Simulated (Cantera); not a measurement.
A closed system holds: 1 mol B2O3, 0.54 mol N2, held at 2423 K and 75.0 Torr.

Equilibrium computed with Cantera from the NASA thermochemical tables; the gas is ideal and each condensed phase is pure. Candidate condensed phases: B, BN, B2O3; 17 gas species. Equilibrium is a limit: real reactors are often held back by kinetics, nucleation or transport.

Base state: B2O3 0.612, N2 0.343, BO2 0.0225, BO 0.0204, B2O2 0.00204, O 0.000367, NO 0.000341, O2 0.000140 (mole fractions); condensed: gas only.

Q: What changes in the equilibrium state with this change: temperature from 2423 K to 798.15 K?

A: 
```csv
species,before,after
N2,0.343,1.00
B2O3,0.612,<1e-9
BO2,0.0225,<1e-9
BO,0.0204,<1e-9
B2O2,0.00204,<1e-9
O,0.000367,<1e-9
"B2O3(l), mol",0,1.00
```

Q: What changes in the equilibrium state with this change: pressure from 75.0 Torr to 1.00 Torr?

A: 
| species | before | after |
|---|---|---|
| B2O3 | 0.612 | 0.386 |
| N2 | 0.343 | 0.289 |
| BO | 0.0204 | 0.175 |
| BO2 | 0.0225 | 0.124 |
| O | 0.000367 | 0.0176 |
| O2 | 0.000140 | 0.00429 |
| NO | 0.000341 | 0.00173 |
| B2O2 | 0.00204 | 0.00202 |
